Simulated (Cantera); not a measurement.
An isothermal, constant-pressure homogeneous reactor starts with C₂H₆ : N₂ = 1 : 3.6 (molar parts), at 1700 K and 0.00630 bar.

Detailed kinetics in Cantera: GRI-Mech 3.0 (53 species, 325 reactions). GRI-Mech 3.0 stops at C3 and has no aromatics, soot or wall deposition, so with more carbon than oxygen in the feed, carbon stays in small species such as C2H2 where larger ones or solid carbon would form. Radical loss at walls, strong at low pressure, is not modelled.

x: mole fraction; the columns are a selection and need not sum to one.

```json
[
 {"t (s)": "2.00e-6", "x C₂H₆": "0.217", "x H": "2.30e-7", "x CH₂": "2.14e-10", "x C₂H₄": "9.04e-9", "x CH₄": "5.02e-7", "x C₂H₂": "<1e-12", "x HCN": "<1e-12"},
 {"t (s)": "7.29e-6", "x C₂H₆": "0.216", "x H": "9.01e-7", "x CH₂": "___", "x C₂H₄": "3.01e-7", "x CH₄": "6.63e-6", "x C₂H₂": "5.39e-12", "x HCN": "<1e-12"},
 {"t (s)": "2.65e-5", "x C₂H₆": "0.214", "x H": "1.01e-5", "x CH₂": "___", "x C₂H₄": "1.29e-5", "x CH₄": "8.65e-5", "x C₂H₂": "8.63e-10", "x HCN": "<1e-12"},
 {"t (s)": "9.67e-5", "x C₂H₆": "0.203", "x H": "0.000170", "x CH₂": "___", "x C₂H₄": "0.000688", "x CH₄": "0.00107", "x C₂H₂": "3.62e-7", "x HCN": "1.02e-9"},
 {"t (s)": "0.000352", "x C₂H₆": "0.145", "x H": "0.00102", "x CH₂": "___", "x C₂H₄": "0.0215", "x CH₄": "0.0107", "x C₂H₂": "0.000380", "x HCN": "2.46e-7"},
 {"t (s)": "0.00128", "x C₂H₆": "0.0176", "x H": "0.00272", "x CH₂": "___", "x C₂H₄": "0.0782", "x CH₄": "0.0585", "x C₂H₂": "0.0275", "x HCN": "1.95e-6"},
 {"t (s)": "0.00468", "x C₂H₆": "0.000216", "x H": "0.00127", "x CH₂": "___", "x C₂H₄": "0.0335", "x CH₄": "0.0662", "x C₂H₂": "0.0957", "x HCN": "3.61e-6"},
 {"t (s)": "0.0170", "x C₂H₆": "3.37e-5", "x H": "0.000542", "x CH₂": "___", "x C₂H₄": "0.00901", "x CH₄": "0.0588", "x C₂H₂": "0.122", "x HCN": "3.84e-6"},
 {"t (s)": "0.0620", "x C₂H₆": "1.23e-5", "x H": "0.000367", "x CH₂": "___", "x C₂H₄": "0.00138", "x CH₄": "0.0510", "x C₂H₂": "0.132", "x HCN": "3.96e-6"},
 {"t (s)": "0.226", "x C₂H₆": "6.19e-6", "x H": "0.000365", "x CH₂": "___", "x C₂H₄": "0.000502", "x CH₄": "0.0381", "x C₂H₂": "0.137", "x HCN": "4.20e-6"},
 {"t (s)": "0.823", "x C₂H₆": "1.84e-6", "x H": "0.000468", "x CH₂": "___", "x C₂H₄": "0.000141", "x CH₄": "0.0183", "x C₂H₂": "0.145", "x HCN": "4.99e-6"},
 {"t (s)": "3.00", "x C₂H₆": "1.61e-7", "x H": "0.000740", "x CH₂": "___", "x C₂H₄": "2.37e-5", "x CH₄": "0.00409", "x C₂H₂": "0.150", "x HCN": "7.63e-6"}
]
```

Complete the blanks.


- 7.29e-6, x CH₂: 1.16e-8
- 2.65e-5, x CH₂: 5.52e-7
- 9.67e-5, x CH₂: 1.48e-5
- 0.000352, x CH₂: 7.87e-5
- 0.00128, x CH₂: 0.000111
- 0.00468, x CH₂: 2.06e-5
- 0.0170, x CH₂: 4.37e-6
- 0.0620, x CH₂: 1.83e-6
- 0.226, x CH₂: 1.29e-6
- 0.823, x CH₂: 9.29e-7
- 3.00, x CH₂: 5.03e-7
